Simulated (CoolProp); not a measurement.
Vapour-liquid equilibrium of R13 (1) + propylene (2) at 0.75 °C; x and y are mole fractions of (1).

Values from CoolProp's multi-fluid Helmholtz-energy mixture model, Platzer 1990 and Lemmon 2013; pair parameters Bell 2016. This equation is an older, rougher fit; its heat capacities, sound speeds and derivatives of the liquid may be far off and weren't checked against measurements.

| x | bubble pressure, mixture model (kPa) | bubble pressure, Raoult's law (kPa) | y, mixture model | y, Raoult's law |
|---|---|---|---|---|
| 0.05 | 713.0 | 667.9 | 0.181 | 0.150 |
| 0.2 | 1010 | 879.6 | 0.469 | 0.457 |
| 0.35 | 1247 | 1091 | 0.614 | 0.644 |
| 0.5 | 1447 | 1303 | 0.713 | 0.771 |
| 0.65 | 1626 | 1515 | 0.795 | 0.862 |
| 0.8 | 1794 | 1727 | 0.876 | 0.931 |
| 0.95 | 1957 | 1938 | 0.966 | 0.985 |

The largest gap from Raoult's law is +14.8 % in bubble pressure, at x = 0.2. No azeotrope shows between x = 0.05 and 0.95.

The pair parameters rest on a limited set of measurements; away from them the model extrapolates.
